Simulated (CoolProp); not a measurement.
Saturation properties of 1-butene (Tc = 419.3 K, pc = 4.006 MPa, ω = 0.192).

The numbers come from the reference Helmholtz-energy equation of state, Lemmon 2005 in CoolProp. It is a short technical equation, of lower accuracy than the large ones.

| T (K) | p (MPa) | liquid density (kg/m³) | liquid cp (kJ/(kg K)) | vapour Z |
|---|---|---|---|---|
| 314.1 | ___ | ___ | 2.399 | ___ |
| 320.6 | 0.5575 | 558.7 | 2.440 | 0.8673 |
| 327.2 | 0.6591 | ___ | 2.486 | 0.8514 |
| 333.7 | 0.7718 | 540.1 | 2.534 | 0.8345 |
| 340.3 | 0.9002 | 530.2 | 2.588 | ___ |
| 346.8 | 1.041 | 520.0 | 2.647 | 0.7964 |
| 353.4 | 1.201 | 509.2 | ___ | 0.7750 |
| 359.9 | 1.375 | 498.0 | 2.791 | ___ |
| 366.5 | ___ | 486.0 | 2.881 | 0.7273 |

Problem. Fill in the missing entries.

Solution. 
- 314.1, p (MPa): 0.4694
- 314.1, liquid density (kg/m³): 567.5
- 314.1, vapour Z: 0.8819
- 327.2, liquid density (kg/m³): 549.5
- 340.3, vapour Z: 0.8160
- 353.4, liquid cp (kJ/(kg K)): 2.715
- 359.9, vapour Z: 0.7523
- 366.5, p (MPa): 1.570

It boils at 266.8 K under 1 atm.
